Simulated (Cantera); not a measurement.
Input: 1 mol CCl4, 1.9 mol F2, at 0.100 bar.

Equilibrium computed with Cantera from the NASA thermochemical tables; the gas is ideal and each condensed phase is pure. Candidate condensed phases: C; 27 gas species. Gases not in the tables: C2F6 and larger saturated fluorocarbons. The numbers say what is thermodynamically allowed, not how fast it happens. All values below are at 1500 K.

Base state: Cl2 0.554, CF4 0.284, Cl 0.137, CClF3 0.0230, CCl2F2 0.00155, CCl3F 7.96e-5, CF2 7.20e-5, ClF 6.99e-5 (mole fractions); condensed: C(graphite).

Task: What changes in the equilibrium state with this change: F2 from 1.9 to 0.018 mol?

Result: 
| species | before | after |
|---|---|---|
| Cl2 | 0.554 | 0.827 |
| Cl | 0.137 | 0.168 |
| CF4 | 0.284 | 0.00322 |
| CClF3 | 0.0230 | 0.000978 |
| CF3 | 2.17e-5 | 7.55e-7 |
| CF2 | 7.20e-5 | 7.67e-6 |
| CCl2F2 | 0.00155 | 0.000247 |
| C(graphite), mol | 0.0292 | 0.990 |

Task: What changes in the equilibrium state with this change: F2 from 1.9 to 0.048 mol?

Result: 
| species | before | after |
|---|---|---|
| Cl2 | 0.554 | 0.821 |
| Cl | 0.137 | 0.167 |
| CF4 | 0.284 | 0.00905 |
| CClF3 | 0.0230 | 0.00211 |
| CF3 | 2.17e-5 | 1.64e-6 |
| CF2 | 7.20e-5 | 1.29e-5 |
| CCl2F2 | 0.00155 | 0.000410 |
| C(graphite), mol | 0.0292 | 0.974 |

Task: What changes in the equilibrium state with this change: pressure from 0.100 bar to 1.00 bar?

Result: 
| species | before | after |
|---|---|---|
| Cl2 | 0.554 | 0.621 |
| CF4 | 0.284 | 0.284 |
| Cl | 0.137 | 0.0460 |
| CClF3 | 0.0230 | 0.0433 |
| CCl4 | 6.25e-6 | 7.85e-5 |
| CCl3F | 7.96e-5 | 0.000531 |
| CCl2F2 | 0.00155 | 0.00549 |
| C(graphite), mol | 0.0292 | 0.00810 |
